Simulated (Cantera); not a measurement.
What does this Cantera script print?

```python
import numpy as np
import cantera as ct

gas_names = """
    B BH BH2 BH3 BO BO2 B2 B2O B2O2 B2O3 B3O3H3 H HBO HBO2 HO2 H2 H2O H2O2 H3B3O6 O OH O2 O3
""".split()
cond_names = """
    B(b) B(L) B2O3(L) B3O3H3(cr) H2O(s) H2O(L)
""".split()


# ... load() reads the species with a 1 bar reference pressure and builds the phases ...
atoms = {
    'B2O3': {'B': 2, 'O': 3},
    'H2': {'H': 2},
}
top_T = {}  # K; cautious upper limits of use, not melting points


# ... equilibrate(T, P, feed) seeds the gas with the atoms and calls Mixture.equilibrate('TP', solver="vcs", rtol=1e-11, max_steps=5000) ...
results = []
feed = {'B2O3': 1, 'H2': 3.6}  # mol
P = 12000  # Pa
for T in [1398, 1448, 1498, 1548, 1598, 1648, 1698, 1748, 1798, 1848, 1898, 1948, 1998, 2048]:
    mix = equilibrate(T, P, feed)
    results.append((T, P, feed, dict(zip(mix.species_names, mix.species_moles))))

top = {s: max(r[3][s] / sum(r[3][g] for g in gas_names) for r in results) for s in gas_names}
cols = sorted((s for s in top if top[s] > 0.0001), key=lambda s: -top[s])[:6]
seen = [c for c in cond_names if any(r[3].get(c, 0) > 1e-12 for r in results)]
print("log10 of partial pressures in bar; condensed amounts in mol")
print(f"{'T/K':>10s}" + "".join(f"{s[:9]:>10s}" for s in cols + seen))
for T, P, feed, n in results:
    ng = sum(n[g] for g in gas_names)
    print(f"{T:10.4g}" + "".join(f"{np.log10(max(n[s] / ng * P / 1e5, 1e-99)):10.3f}" for s in cols)
          + "".join(f"{n.get(c, 0):10.4g}" for c in seen))
```

Result:

```
log10 of partial pressures in bar; condensed amounts in mol
       T/K        H2      B2O3      HBO2       HBO      B2O2        BO   B2O3(L)
      1398    -0.921    -5.640    -4.403    -4.153    -6.383    -7.533    0.9982
      1448    -0.922    -5.143    -4.092    -3.884    -5.911    -7.009    0.9965
      1498    -0.923    -4.681    -3.802    -3.634    -5.472    -6.521    0.9933
      1548    -0.924    -4.251    -3.533    -3.402    -5.062    -6.065    0.9876
      1598    -0.926    -3.849    -3.283    -3.185    -4.679    -5.638    0.9772
      1648    -0.930    -3.473    -3.049    -2.983    -4.321    -5.239    0.9588
      1698    -0.936    -3.120    -2.829    -2.796    -3.988    -4.865    0.9261
      1748    -0.947    -2.789    -2.624    -2.624    -3.677    -4.515    0.8684
      1798    -0.964    -2.477    -2.433    -2.468    -3.390    -4.187    0.7658
      1848    -0.992    -2.183    -2.255    -2.330    -3.125    -3.881     0.581
      1898    -1.040    -1.906    -2.094    -2.214    -2.884    -3.596     0.237
      1948    -1.072    -1.796    -2.023    -2.163    -2.784    -3.391         0
      1998    -1.075    -1.807    -2.011    -2.146    -2.782    -3.241         0
      2048    -1.078    -1.819    -2.000    -2.132    -2.781    -3.101         0
```

These are equilibrium values from Cantera (NASA tables, ideal gas, pure condensed phases), not measurements of a reactor. Gases not in the tables: H3BO3.
